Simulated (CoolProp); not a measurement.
Chloromethane (R40) at 279.59 K and 0.0923 MPa is compressed adiabatically to 0.329 MPa with isentropic efficiency 0.6. Each further row changes one setting.

Values from CoolProp's reference Helmholtz-energy equation of state, Thol 2014.

```csv
case,work (kJ/kg),final temperature (K),final density (kg/m³)
as stated,109,405.5,(withheld)
efficiency 1,65.2,(withheld),5.71
efficiency 0.65,(withheld),397.0,(withheld)
```

Some entries are withheld; supply them.


- as stated, final density (kg/m³): 5.03
- efficiency 1, final temperature (K): 360.4
- efficiency 0.65, work (kJ/kg): 100
- efficiency 0.65, final density (kg/m³): 5.14
